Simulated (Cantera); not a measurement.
## Low-pressure radical oxidation in H2/O2

An isothermal, constant-pressure homogeneous reactor starts with H2 : O2 = 0.08 : 0.25 (molar parts), at 1175 K and 0.0263 atm.

Cantera simulation using the H2/O2 subset of GRI-Mech 3.0, which has no nitrogen chemistry; the numbers are that mechanism's predictions, not measurements. Radical loss at walls, strong at low pressure, is not modelled. The temperature is held fixed by assumption; the heat of reaction is taken as removed at once.

```
t (s)         x H2   x O2    x H2O2      x OH       x O       x H
--------  --------  -----  --------  --------  --------  --------
2.00e-6      0.242  0.758    <1e-12  1.24e-11  1.30e-11  4.04e-10
8.40e-6      0.242  0.758    <1e-12  1.70e-10  2.03e-10   1.62e-9
3.53e-5      0.242  0.758  4.07e-12   1.85e-9   2.89e-9   7.89e-9
0.000148     0.242  0.758  7.30e-11   7.21e-8   1.27e-7   2.45e-7
0.000621     0.142  0.705   8.31e-7    0.0105    0.0236    0.0470
0.00261    0.00768  0.681   9.67e-7   0.00812    0.0362    0.0312
0.0110    0.000633  0.721   8.38e-7   0.00224   0.00273  0.000612
0.0460     2.88e-5  0.724   2.20e-7  0.000489  0.000129   6.28e-6
0.193      2.72e-6  0.724   5.27e-8  0.000156   1.32e-5   2.03e-7
0.811      4.19e-7  0.724   1.31e-8   6.26e-5   2.12e-6   1.31e-8
3.40       8.23e-8  0.724   3.30e-9   2.80e-5   4.25e-7   1.18e-9
14.3       2.19e-8  0.724   1.02e-9   1.45e-5   1.13e-7  1.64e-10
60.0       1.50e-8  0.724  7.32e-10   1.19e-5   7.67e-8  9.26e-11
```
x: mole fraction; the columns are a selection and need not sum to one.

Equilibrium at this temperature and pressure: H2 1.49e-8, O2 0.724, H2O2 7.31e-10, OH 1.19e-5, O 7.66e-8, H 9.24e-11 (gas phase only).
